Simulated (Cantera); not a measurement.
Feed: 1 mol TEOS, 20 mol N₂O, 18 mol H₂, equilibrated at 1125 K and 49000 Pa.

These are equilibrium values from Cantera (NASA tables, ideal gas, pure condensed phases), not measurements of a reactor. Candidate condensed phases: C, C₆H₆, C₇H₈, C₈H₁₈, H₂O, Si, SiC, SiO₂, Si₂N₂O, Si₃N₄; 151 gas species. The feed counts by its element totals alone. Equilibrium is a limit: real reactors are often held back by kinetics, nucleation or transport.

Base state: N₂ 0.357, H₂ 0.303, H₂O 0.197, CO 0.0898, CO₂ 0.0531, NH₃ 1.36e-5 (mole fractions); condensed: SiO₂(β-quartz).

Question: What changes in the equilibrium state with this change: H₂ from 18 to 0.15 mol?

Answer: 
```tsv
species	before	after
N₂	0.357	0.524
H₂O	0.197	0.207
CO₂	0.0531	0.160
H₂	0.303	0.0589
CO	0.0898	0.0499
NH₃	1.36e-5	1.41e-6
SiO₂(β-quartz), mol	1.00	1.00
```

Question: What changes in the equilibrium state with this change: TEOS replaced by HMDSO?

Answer: 
```tsv
species	before	after
N₂	0.357	0.377
H₂	0.303	0.338
H₂O	0.197	0.172
CO₂	0.0531	0.0358
CO	0.0898	0.0774
NH₃	1.36e-5	1.64e-5
SiO₂(β-quartz), mol	1.00	2.00
```
